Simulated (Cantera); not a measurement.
## Reactions in the system C-H-O-Ti

Source: NASA polynomial tables (part measured, part estimated), evaluated in Cantera. Values are per mole of reaction as written; species without (g) are pure solids or liquids, kept so even where they would boil at 1 bar.

3 C2H6(g) + Ti2O3 ⇌ 2 Ti + 3 C2H5OH(g)

```json
[
 {"T (K)": "2225", "ΔH° (kJ)": "964.3", "ΔS° (J/K)": "70.0", "ΔG° (kJ)": "808.6", "log10 K": "-18.98"},
 {"T (K)": "2275", "ΔH° (kJ)": "964.2", "ΔS° (J/K)": "69.9", "ΔG° (kJ)": "805.1", "log10 K": "-18.49"},
 {"T (K)": "2325", "ΔH° (kJ)": "964.1", "ΔS° (J/K)": "69.9", "ΔG° (kJ)": "801.6", "log10 K": "-18.01"},
 {"T (K)": "2375", "ΔH° (kJ)": "963.9", "ΔS° (J/K)": "69.8", "ΔG° (kJ)": "798.1", "log10 K": "-17.55"},
 {"T (K)": "2425", "ΔH° (kJ)": "963.8", "ΔS° (J/K)": "69.8", "ΔG° (kJ)": "794.6", "log10 K": "-17.12"},
 {"T (K)": "2475", "ΔH° (kJ)": "963.7", "ΔS° (J/K)": "69.7", "ΔG° (kJ)": "791.2", "log10 K": "-16.70"},
 {"T (K)": "2525", "ΔH° (kJ)": "963.6", "ΔS° (J/K)": "69.7", "ΔG° (kJ)": "787.7", "log10 K": "-16.29"},
 {"T (K)": "2575", "ΔH° (kJ)": "963.5", "ΔS° (J/K)": "69.6", "ΔG° (kJ)": "784.2", "log10 K": "-15.91"},
 {"T (K)": "2625", "ΔH° (kJ)": "963.3", "ΔS° (J/K)": "69.6", "ΔG° (kJ)": "780.7", "log10 K": "-15.53"},
 {"T (K)": "2675", "ΔH° (kJ)": "963.2", "ΔS° (J/K)": "69.5", "ΔG° (kJ)": "777.2", "log10 K": "-15.18"}
]
```
